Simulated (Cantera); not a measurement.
An isothermal, constant-pressure homogeneous reactor starts with 2.44 % C₂H₆, 97.6 % N₂, at 1300 K and 0.00480 bar.

Model: GRI-Mech 3.0 (53 species, 325 reactions), integrated in Cantera. GRI-Mech 3.0 stops at C3 and has no aromatics, soot or wall deposition, so with more carbon than oxygen in the feed, carbon stays in small species such as C2H2 where larger ones or solid carbon would form. Radical loss at walls, strong at low pressure, is not modelled.

Problem. Predict: x(C₂H₆) at 300 s; x(H₂) at 300 s; x(C₂H₂) at 300 s; x(CH₃) at 300 s; x(C₂H₄) at 300 s.

Solution. 
```json
{
 "x(C₂H₆) at 300 s": "2.44e-7 (gas-phase equilibrium 4.99e-11)",
 "x(H₂) at 300 s": "0.0371 (gas-phase equilibrium 0.0464)",
 "x(C₂H₂) at 300 s": "0.0202 (gas-phase equilibrium 0.00704)",
 "x(CH₃) at 300 s": "5.11e-6 (gas-phase equilibrium 6.04e-8)",
 "x(C₂H₄) at 300 s": "1.62e-5 (gas-phase equilibrium 4.45e-6)"
}
```
